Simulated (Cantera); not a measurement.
Feed: 1 mol B₂H₆, 5.8 mol O₂, at 1673 K and 0.000290 bar.

Equilibrium computed with Cantera from the NASA thermochemical tables; the gas is ideal and each condensed phase is pure. Candidate condensed phases: B, B₂O₃, B₃O₃H₃, H₂O; 23 gas species. The feed counts by its element totals alone. Kinetics and transport are ignored.

Base state: O₂ 0.408, H₂O 0.306, HBO₂ 0.263, B₂O₃ 0.0128, BO₂ 0.00501, OH 0.00477, O 0.00125, H₂ 0.000424 (mole fractions); condensed: gas only.

Q: What changes in the equilibrium state with this change: 0.023 mol NH₃ added?

A: 
```
species    before     after
-------  --------  --------
O₂          0.408     0.403
H₂O         0.306     0.309
HBO₂        0.263     0.262
N₂              0   0.00160
B₂O₃       0.0128    0.0125
NO              0  0.000163
H₂       0.000424  0.000431
BO₂       0.00501   0.00495
H        0.000138  0.000139
O         0.00125   0.00125
```
Further candidate phases: BN.
